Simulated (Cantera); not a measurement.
Feed: 1 mol MgSO₄, 0.073 mol C, a varied amount of H₂O, held at 1950 K and 3.98 Torr.

Equilibrium computed with Cantera from the NASA thermochemical tables; the gas is ideal and each condensed phase is pure. Candidate condensed phases: C, C₆H₆, C₇H₈, C₈H₁₈, H₂O, H₂SO₄, Mg, MgCO₃, MgO, Mg(OH)₂, MgS, MgSO₄, S; 130 gas species. Equilibrium is a limit: real reactors are often held back by kinetics, nucleation or transport.

Question: At 0.13 mol H₂O, list the 7 most abundant gas species with their mole fractions, and the condensed phases.

Answer: SO₂ 0.609, O₂ 0.259, H₂O 0.0761, CO₂ 0.0436, OH 0.00543, O 0.00316, SO 0.00153. Condensed: MgO(s).
